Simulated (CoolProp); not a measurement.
50 sccm (0 °C, 1 atm) of nitrogen bubbles through liquid isohexane at 289.7 K and leaves saturated at a total pressure of 0.15 MPa (ideal gas phase). Each further row changes one setting.

Values from CoolProp's reference Helmholtz-energy equation of state, Lemmon 2006. It is a short technical equation, of lower accuracy than the large ones.

| case | vapour pressure (kPa) | mole fraction of vapour | delivery (mg/min) | delivery (sccm) | change of delivery for a bath 1 K warmer (%) |
|---|---|---|---|---|---|
| as stated | 19.7 | [?] | 29.0 | [?] | 5.2 |
| bath temperature 294.7 K | 24.4 | 0.163 | 37.4 | 9.73 | 5.2 |
| total pressure 0.3 MPa | 19.7 | [?] | 13.5 | 3.51 | [?] |

### Question
Some entries are withheld; supply them.

### Answer

- as stated, mole fraction of vapour: 0.131
- as stated, delivery (sccm): 7.54
- total pressure 0.3 MPa, mole fraction of vapour: 0.0655
- total pressure 0.3 MPa, change of delivery for a bath 1 K warmer (%): 4.8
